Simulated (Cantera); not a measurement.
What does this Cantera script print?

```python
import numpy as np
import cantera as ct

gas = ct.Solution("h2o2.yaml")
gas.TPX = 1325, 3400, {'H2': 0.012, 'O2': 1}
inlet = ct.Reservoir(gas, clone=True)

reactor = ct.IdealGasConstPressureReactor(gas, energy="off", clone=False)
exhaust = ct.Reservoir(gas, clone=True)
tau = [19, 4.3, 0.96, 0.21, 0.048, 0.011, 0.0024][0]
for a, b in ((inlet, reactor), (reactor, exhaust)):
    ct.MassFlowController(a, b, mdot=lambda t: reactor.mass / tau)
net = ct.ReactorNet([reactor])
show = ['H2', 'O2', 'H', 'O', 'H2O', 'HO2']

rows = []
print(f"{'tau/s':>10s}{'T/K':>9s}" + "".join(f"{s:>11s}" for s in show))
for tau in [19, 4.3, 0.96, 0.21, 0.048, 0.011, 0.0024]:
    net.initial_time = 0.0
    net.advance(30 * tau)
    before = gas.X
    net.advance(40 * tau)
    drift = np.max(np.abs(gas.X - before) / (gas.X + 1e-9))
    rows.append([gas.T, *gas[show].X, drift])
    print(f"{tau:10.3e}{gas.T:9.1f}" + "".join(f"{x:11.3e}" for x in gas[show].X))
```

Output:

```
     tau/s      T/K         H2         O2          H          O        H2O        HO2
 1.900e+01   1325.0  3.942e-06  9.878e-01  9.531e-07  1.631e-04  1.184e-02  1.334e-07
 4.300e+00   1325.0  9.611e-06  9.875e-01  4.112e-06  4.319e-04  1.177e-02  2.691e-07
 9.600e-01   1325.0  2.296e-05  9.867e-01  1.720e-05  1.117e-03  1.166e-02  5.044e-07
 2.100e-01   1325.0  5.461e-05  9.850e-01  6.532e-05  2.693e-03  1.147e-02  8.588e-07
 4.800e-02   1325.0  1.299e-04  9.822e-01  1.873e-04  5.279e-03  1.115e-02  1.272e-06
 1.100e-02   1325.0  3.488e-04  9.796e-01  3.752e-04  7.666e-03  1.063e-02  1.680e-06
 2.400e-03   1325.0  1.155e-03  9.788e-01  5.667e-04  8.056e-03  9.466e-03  2.123e-06
```

Cantera simulation using the H2/O2 subset of GRI-Mech 3.0, which has no nitrogen chemistry; the numbers are that mechanism's predictions, not measurements. Radical loss at walls, strong at low pressure, is not modelled.
